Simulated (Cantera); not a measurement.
Cantera run:

```python
import numpy as np
import cantera as ct

gas_names = """
    B3O3F3 O2 B2O2 BF3 BOCL BCL3 B2O3 F
""".split()
cond_names = """

""".split()


# ... load() reads the species with a 1 bar reference pressure and builds the phases ...
species = {s.name: s for s in load("nasa_gas.yaml", gas_names) + load("nasa_condensed.yaml", cond_names)}
# Each term lists the table entries of one substance; the one whose range holds T is used.
reactions = {
    '2 B3O3F3(g) = O2(g) + 2 B2O2(g) + 2 BF3(g)':
        [(-2, ['B3O3F3']), (1, ['O2']), (2, ['B2O2']), (2, ['BF3'])],
    '3 BOCl(g) = BCl3(g) + B2O3(g)':
        [(-3, ['BOCL']), (1, ['BCL3']), (1, ['B2O3'])],
    '2 B3O3F3(g) = 6 F(g) + 3 B2O2(g)':
        [(-2, ['B3O3F3']), (6, ['F']), (3, ['B2O2'])],
}


def pick(names, T):
    return next(species[n] for n in names if species[n].thermo.min_temp <= T <= species[n].thermo.max_temp)


results = []
for label, terms in reactions.items():
    print(label)
    print("     T/K   dH/kJ  dS/(J/K)   dG/kJ   log10 K")
    for T in [2323, 2423, 2523, 2623, 2723, 2823, 2923]:
        used = [(nu, pick(names, T)) for nu, names in terms]
        dH = sum(nu * s.thermo.h(T) for nu, s in used) / 1e6
        dS = sum(nu * s.thermo.s(T) for nu, s in used) / 1e3
        dG = dH - T * dS / 1e3
        logK = -dG * 1e6 / (ct.gas_constant * T * np.log(10))
        results.append((label, T, dH, dS, dG, logK, [s.name for _, s in used]))
        print(f"{T:8g} {dH:8.1f} {dS:8.1f} {dG:8.1f} {logK:8.2f}")
```

Output:

```
2 B3O3F3(g) = O2(g) + 2 B2O2(g) + 2 BF3(g)
     T/K   dH/kJ  dS/(J/K)   dG/kJ   log10 K
    2323   1486.2    467.1    401.3    -9.02
    2423   1482.7    465.5    354.6    -7.65
    2523   1479.1    464.1    308.2    -6.38
    2623   1475.6    462.7    261.8    -5.21
    2723   1472.1    461.4    215.6    -4.14
    2823   1468.6    460.2    169.5    -3.14
    2923   1465.1    459.0    123.6    -2.21
3 BOCl(g) = BCl3(g) + B2O3(g)
     T/K   dH/kJ  dS/(J/K)   dG/kJ   log10 K
    2323   -285.5   -136.5     31.5    -0.71
    2423   -285.1   -136.3     45.1    -0.97
    2523   -284.7   -136.1     58.8    -1.22
    2623   -284.3   -136.0     72.4    -1.44
    2723   -283.9   -135.8     86.0    -1.65
    2823   -283.6   -135.7     99.5    -1.84
    2923   -283.2   -135.6    113.1    -2.02
2 B3O3F3(g) = 6 F(g) + 3 B2O2(g)
     T/K   dH/kJ  dS/(J/K)   dG/kJ   log10 K
    2323   3818.6   1007.3   1478.8   -33.25
    2423   3815.9   1006.1   1378.1   -29.71
    2523   3813.1   1005.0   1277.6   -26.45
    2623   3810.3   1003.9   1177.1   -23.44
    2723   3807.6   1002.9   1076.8   -20.66
    2823   3804.8   1001.9    976.5   -18.07
    2923   3802.0   1000.9    876.4   -15.66
```

Cantera with NASA thermochemical tables; ideal gases at 1 bar, condensed phases pure. The tables' values for BOCl are old estimates. Condensed species are held in their standard states even where they would react or evaporate.
